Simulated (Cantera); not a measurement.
Input: 1 mol Al(CH₃)₃, 0.95 mol N₂O, 3.5 mol H₂, at 950 °C and 10000 Pa.

Method: chemical equilibrium by Gibbs-energy minimisation in Cantera with the NASA 1993 tables (ideal gas, pure condensed phases). Candidate condensed phases: Al, AlN, Al₂O₃, C, C₆H₆, C₇H₈, C₈H₁₈, H₂O; 148 gas species. The feed counts by its element totals alone. Mutual solubility and eutectic melting of coexisting phases are not modelled. Rates play no part.

Base state: H₂ 0.911, N₂ 0.0874, CH₄ 0.00110, CO 0.000457, HCN 2.70e-5 (mole fractions); condensed: AlN(s) + Al₂O₃(s) + C(graphite).

Q: What changes in the equilibrium state with this change: temperature from 950 °C to 1752 °C?

A: 
```tsv
species	before	after
H₂	0.911	0.837
CO	0.000457	0.0998
N₂	0.0874	0.0484
Al	<1e-9	0.00471
AlH	<1e-9	0.000361
Al₂O	<1e-9	0.000188
H	9.10e-7	0.00557
C₂H₂ (acetylene)	1.43e-7	0.000757
HNC	1.52e-7	0.000194
AlN(s), mol	0.369	0.948
Al₂O₃(s), mol	0.315	0
C(graphite), mol	2.99	2.00
```

Q: What changes in the equilibrium state with this change: temperature from 950 °C to 1600 °C?

A: 
```tsv
species	before	after
H₂	0.911	0.848
CO	0.000457	0.101
N₂	0.0874	0.0470
Al	<1e-9	0.000228
AlH	<1e-9	2.50e-5
Al₂O	<1e-9	1.20e-5
H	9.10e-7	0.00188
C₂H₂ (acetylene)	1.43e-7	0.000265
HNC	1.52e-7	7.67e-5
AlN(s), mol	0.369	0.997
Al₂O₃(s), mol	0.315	0
C(graphite), mol	2.99	2.03
```

Q: What changes in the equilibrium state with this change: N₂O from 0.95 to 3.5 mol?

A: 
```
species             before     after
----------------  --------  --------
H₂                   0.911     0.592
N₂                  0.0874     0.259
CO                0.000457     0.148
CO₂                  <1e-9   3.01e-5
H₂O                8.36e-7  0.000176
CH₄                0.00110  0.000466
AlN(s), mol          0.369         0
Al₂O₃(s), mol        0.315     0.500
C(graphite), mol      2.99     0.996
```
